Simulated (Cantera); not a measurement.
What does this Cantera script print?

```python
import numpy as np
import cantera as ct

gas_names = """
    C CH CH2 CH3 CH2OH CH3O CH4 CH3OH CO CO2 COOH C2 C2H CHCO,ketyl C2H2,acetylene C2H2,vinylidene
    CH2CO,ketene C2H3,vinyl CH3CO,acetyl C2H4 C2H4O,ethylen CH3CHO,ethanal CH3COOH (HCOOH)2 C2H5 C2H6
    CH3OCH3 C2H5OH C2O C3 C3H3,propargyl C3H4,allene C3H4,propyne C3H4,cyclo- C3H5,allyl C3H6,propylene
    C3H6,cyclo- C3H6O C3H7,n-propyl C3H7,i-propyl C3H8 C3H8O,1propanol C3H8O,2propanol C3O2 C4 C4H2
    C4H4,1,3-cyclo- C4H6,butadiene C4H6,2-butyne C4H6,cyclo- C4H8,1-butene C4H8,cis2-buten
    C4H8,tr2-butene C4H8,isobutene C4H8,cyclo- (CH3COOH)2 C4H9,n-butyl C4H9,i-butyl C4H9,s-butyl
    C4H9,t-butyl C4H10,isobutane C4H10,n-butane C5 C5H6,1,3cyclo- C5H8,cyclo- C5H10,1-pentene
    C5H10,cyclo- C5H11,pentyl C5H11,t-pentyl C5H12,n-pentane C5H12,i-pentane CH3C(CH3)2CH3 C6H2
    C6H5,phenyl C6H5O,phenoxy C6H6 C6H5OH,phenol C6H10,cyclo- C6H12,1-hexene C6H12,cyclo- C6H13,n-hexyl
    C7H7,benzyl C7H8 C7H8O,cresol C7H14,1-heptene C7H15,n-heptyl C7H16,n-heptane C8H8,styrene
    C8H10,ethylbenz C8H16,1-octene C8H17,n-octyl C8H18,isooctane C8H18,n-octane C9H19,n-nonyl
    C10H8,naphthale C10H21,n-decyl C12H9,o-bipheny C12H10,bipheny H HCO HO2 H2 HCHO,formaldehy HCOOH H2O
    H2O2 O OH O2 O3
""".split()
cond_names = """
    C(gr) C6H6(L) C7H8(L) C8H18(L),n-octa H2O(s) H2O(L)
""".split()


def load(file, names, dense=False):
    # The tables refer to 1 bar. Condensed volumes are neglected.
    table = {s.name: s for s in ct.Species.list_from_file(file)}
    out = []
    for n in names:
        d = dict(table[n].input_data)
        d["thermo"] = dict(d["thermo"], **{"reference-pressure": 1e5})
        if dense:
            d["equation-of-state"] = {"model": "constant-volume", "density": "1e6 g/cm^3"}
        out.append(ct.Species.from_dict(d))
    return out


gas = ct.Solution(thermo="ideal-gas", species=load("nasa_gas.yaml", gas_names))
cond = {s.name: ct.Solution(thermo="fixed-stoichiometry", species=[s], name=s.name)
        for s in load("nasa_condensed.yaml", cond_names, dense=True)}
atoms = {
    'C': {'C': 1},
    'H2O': {'H': 2, 'O': 1},
}
top_T = {'C(gr)': 4500}  # K; cautious upper limits of use, not melting points


def equilibrate(T, P, feed):
    n = {}
    for name, mol in feed.items():
        for a, k in atoms[name].items():
            n[a] = n.get(a, 0.0) + k * mol
    gas.TPX = T, P, n
    mass = sum(n.values()) * gas.mean_molecular_weight
    gas.equilibrate("TP")
    valid = [c for c in cond.values() if c.min_temp <= T <= top_T.get(c.name, c.max_temp)]
    mix = ct.Mixture([(gas, mass / gas.mean_molecular_weight)] + [(c, 0.0) for c in valid])
    mix.T, mix.P = T, P
    mix.equilibrate("TP", solver="vcs", rtol=1e-11, max_steps=5000)
    return mix


results = []
T = 1248  # K
P = 1000  # Pa
for m in [0.29, 0.36, 0.46, 0.57, 0.72, 0.9, 1.1, 1.4, 1.8, 2.2, 2.8, 3.5]:
    feed = {'C': 1, 'H2O': m}  # mol
    mix = equilibrate(T, P, feed)
    results.append((T, P, feed, dict(zip(mix.species_names, mix.species_moles))))
    x = sorted(zip(gas.X, gas.species_names), reverse=True)
    print(f"T = {T:g} K  P = {P:g} Pa  n(H2O) = {m:g} mol  gas = {mix.phase_moles(0):.4g} mol")
    print("   x: " + "  ".join(f"{s} {v:.3e}" for v, s in x if v > 1e-06))
    print("   condensed (mol): " + ("  ".join(f"{mix.phase(i).name} {mix.phase_moles(i):.4g}"
          for i in range(1, mix.n_phases) if mix.phase_moles(i) > 1e-12) or "none"))
```

It prints:

```
T = 1248 K  P = 1000 Pa  n(H2O) = 0.29 mol  gas = 0.5799 mol
   x: CO 5.000e-01  H2 4.999e-01  H2O 3.844e-05  CH4 2.787e-05  CO2 2.469e-05  H 3.302e-06
   condensed (mol): C(gr) 0.71
T = 1248 K  P = 1000 Pa  n(H2O) = 0.36 mol  gas = 0.7199 mol
   x: CO 5.000e-01  H2 4.999e-01  H2O 3.844e-05  CH4 2.787e-05  CO2 2.469e-05  H 3.302e-06
   condensed (mol): C(gr) 0.64
T = 1248 K  P = 1000 Pa  n(H2O) = 0.46 mol  gas = 0.9199 mol
   x: CO 5.000e-01  H2 4.999e-01  H2O 3.844e-05  CH4 2.787e-05  CO2 2.469e-05  H 3.302e-06
   condensed (mol): C(gr) 0.54
T = 1248 K  P = 1000 Pa  n(H2O) = 0.57 mol  gas = 1.14 mol
   x: CO 5.000e-01  H2 4.999e-01  H2O 3.844e-05  CH4 2.787e-05  CO2 2.469e-05  H 3.302e-06
   condensed (mol): C(gr) 0.43
T = 1248 K  P = 1000 Pa  n(H2O) = 0.72 mol  gas = 1.44 mol
   x: CO 5.000e-01  H2 4.999e-01  H2O 3.844e-05  CH4 2.787e-05  CO2 2.469e-05  H 3.302e-06
   condensed (mol): C(gr) 0.2801
T = 1248 K  P = 1000 Pa  n(H2O) = 0.9 mol  gas = 1.8 mol
   x: CO 5.000e-01  H2 4.999e-01  H2O 3.844e-05  CH4 2.787e-05  CO2 2.469e-05  H 3.302e-06
   condensed (mol): C(gr) 0.1001
T = 1248 K  P = 1000 Pa  n(H2O) = 1.1 mol  gas = 2.1 mol
   x: H2 4.940e-01  CO 4.584e-01  H2O 2.984e-02  CO2 1.778e-02  H 3.282e-06
   condensed (mol): none
T = 1248 K  P = 1000 Pa  n(H2O) = 1.4 mol  gas = 2.4 mol
   x: H2 4.717e-01  CO 3.617e-01  H2O 1.117e-01  CO2 5.499e-02  H 3.207e-06
   condensed (mol): none
T = 1248 K  P = 1000 Pa  n(H2O) = 1.8 mol  gas = 2.8 mol
   x: H2 4.391e-01  CO 2.752e-01  H2O 2.037e-01  CO2 8.198e-02  H 3.095e-06
   condensed (mol): none
T = 1248 K  P = 1000 Pa  n(H2O) = 2.2 mol  gas = 3.2 mol
   x: H2 4.080e-01  H2O 2.795e-01  CO 2.170e-01  CO2 9.549e-02  H 2.983e-06
   condensed (mol): none
T = 1248 K  P = 1000 Pa  n(H2O) = 2.8 mol  gas = 3.8 mol
   x: H2O 3.702e-01  H2 3.667e-01  CO 1.596e-01  CO2 1.035e-01  H 2.828e-06
   condensed (mol): none
T = 1248 K  P = 1000 Pa  n(H2O) = 3.5 mol  gas = 4.5 mol
   x: H2O 4.511e-01  H2 3.267e-01  CO 1.178e-01  CO2 1.044e-01  H 2.669e-06
   condensed (mol): none
```

Cantera equilibrium calculation (NASA polynomials, part measured and part estimated; ideal gas, pure solids and liquids).
